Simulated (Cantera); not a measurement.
Feed: 1 mol AlN, 0.4 mol H2, held at 2525 K and 0.100 bar.

These are equilibrium values from Cantera (NASA tables, ideal gas, pure condensed phases), not measurements of a reactor. Candidate condensed phases: Al, AlN; 13 gas species. The numbers say what is thermodynamically allowed, not how fast it happens.

Q: What is the equilibrium state?

A: 
| Property | Value |
|---|---|
| x(Al) | 0.509 |
| x(N2) | 0.259 |
| x(H2) | 0.185 |
| x(H) | 0.0381 |
| x(AlH) | 0.00777 |
| x(Al2) | 0.000903 |
| gas amount | 1.927 mol |
| log10 activity of Al(l) (absent) | -0.70 |
